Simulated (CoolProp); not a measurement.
Vapour-liquid equilibrium of R125 (1) + cyclopropane (2) at 282.2 K; x and y are mole fractions of (1).

Model: multi-fluid Helmholtz-energy mixture model, Lemmon 2005 and Polt 1992; pair parameters Bell 2016, in CoolProp. This equation is an older, rougher fit; its heat capacities, sound speeds and derivatives of the liquid may be far off and weren't checked against measurements.

```
x     bubble pressure, mixture model (bar)  bubble pressure, Raoult's law (bar)  y, mixture model  y, Raoult's law
----  ------------------------------------  -----------------------------------  ----------------  ---------------
0.05                                 5.631                                4.800             0.205            0.092
0.2                                  7.497                                5.437             0.452            0.325
0.35                                 8.382                                6.075             0.552            0.509
0.5                                  8.876                                6.712             0.622            0.658
0.65                                 9.172                                7.350             0.696            0.782
0.8                                  9.258                                7.987             0.794            0.885
0.95                                 9.017                                8.625             0.937            0.973
```

The largest gap from Raoult's law is +38.0 % in bubble pressure, at x = 0.35. y crosses x between x = 0.65 and 0.8: the model has an azeotrope there.

The pair parameters rest on a limited set of measurements; away from them the model extrapolates.
